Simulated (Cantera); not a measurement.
A perfectly stirred reactor is fed with H2 : O2 = 0.027 : 1 (molar parts), at 1.05 Torr; it is held at 1400 K, and followed from long to short residence time.

Model: GRI-Mech 3.0 (53 species, 325 reactions), integrated in Cantera. Radical loss at walls, strong at low pressure, is not modelled.

Task: Predict: x(H2) at τ = 4.60 s; x(O2) at τ = 4.60 s; x(H) at τ = 4.60 s; x(H2O2) at τ = 4.60 s; x(H2O) at τ = 4.60 s; x(H2) at τ = 0.190 s; x(O2) at τ = 0.190 s; x(H) at τ = 0.190 s; x(H2O2) at τ = 0.190 s; x(H2O) at τ = 0.190 s.

Result: 
```json
{
  "x(H2) at τ = 4.60 s": "0.000217",
  "x(O2) at τ = 4.60 s": "0.955",
  "x(H) at τ = 4.60 s": "0.00125",
  "x(H2O2) at τ = 4.60 s": "2.84e-9",
  "x(H2O) at τ = 4.60 s": "0.0240",
  "x(H2) at τ = 0.190 s": "0.000566",
  "x(O2) at τ = 0.190 s": "0.950",
  "x(H) at τ = 0.190 s": "0.00189",
  "x(H2O2) at τ = 0.190 s": "3.32e-9",
  "x(H2O) at τ = 0.190 s": "0.0230"
}
```
